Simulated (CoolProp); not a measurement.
Model: reference Helmholtz-energy equation of state, Platzer 1990, in CoolProp. This equation is an older, rougher fit; its heat capacities, sound speeds and derivatives of the liquid may be far off and weren't checked against measurements.

Question: Give the vapour pressure (bar), liquid density (kg/m³), vapour density (kg/m³), enthalpy of vaporisation (kJ/kg) of saturated R114 at 72.65, 80.95, 97.65 °C.

Answer: 
| T (°C) | p (bar) | liquid density (kg/m³) | vapour density (kg/m³) | enthalpy of vaporisation (kJ/kg) |
|---|---|---|---|---|
| 72.65 | 7.87 | 1290 | 57.1 | 106 |
| 80.95 | 9.51 | 1260 | 69.7 | 101 |
| 97.65 | 13.5 | 1180 | 103 | 89.9 |
